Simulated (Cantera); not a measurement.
Feed: 1 mol Fe2O3, 4.8 mol O2, 0.36 mol CO2, at 13.3 mbar.

Equilibrium computed with Cantera from the NASA thermochemical tables; the gas is ideal and each condensed phase is pure. Candidate condensed phases: C, Fe, Fe(CO)5, FeO, Fe2O3, Fe3O4; 15 gas species. The numbers say what is thermodynamically allowed, not how fast it happens.

x: gas mole fraction; n: condensed amount in mol.

```json
[
 {"T (K)": "773", "x O2": "0.930", "x CO2": "0.0698", "x O": "<1e-12", "x CO": "<1e-12", "n Fe2O3(s)": "1.00", "n Fe3O4(s)": "0"},
 {"T (K)": "923", "x O2": "0.930", "x CO2": "0.0698", "x O": "1.04e-10", "x CO": "?", "n Fe2O3(s)": "1.00", "n Fe3O4(s)": "0"},
 {"T (K)": "1073", "x O2": "0.930", "x CO2": "0.0698", "x O": "1.04e-8", "x CO": "?", "n Fe2O3(s)": "1.00", "n Fe3O4(s)": "0"},
 {"T (K)": "1223", "x O2": "0.930", "x CO2": "0.0698", "x O": "3.37e-7", "x CO": "?", "n Fe2O3(s)": "1.00", "n Fe3O4(s)": "0"},
 {"T (K)": "1373", "x O2": "0.930", "x CO2": "0.0698", "x O": "5.15e-6", "x CO": "?", "n Fe2O3(s)": "1.00", "n Fe3O4(s)": "0"},
 {"T (K)": "1523", "x O2": "0.930", "x CO2": "0.0698", "x O": "4.61e-5", "x CO": "?", "n Fe2O3(s)": "1.00", "n Fe3O4(s)": "0"},
 {"T (K)": "1673", "x O2": "0.932", "x CO2": "0.0675", "x O": "0.000279", "x CO": "?", "n Fe2O3(s)": "0", "n Fe3O4(s)": "0.667"}
]
```

Fill in the missing entries.


- 923, x CO: 2.23e-12
- 1073, x CO: 3.85e-10
- 1223, x CO: 1.86e-8
- 1373, x CO: 3.82e-7
- 1523, x CO: 4.31e-6
- 1673, x CO: 3.02e-5
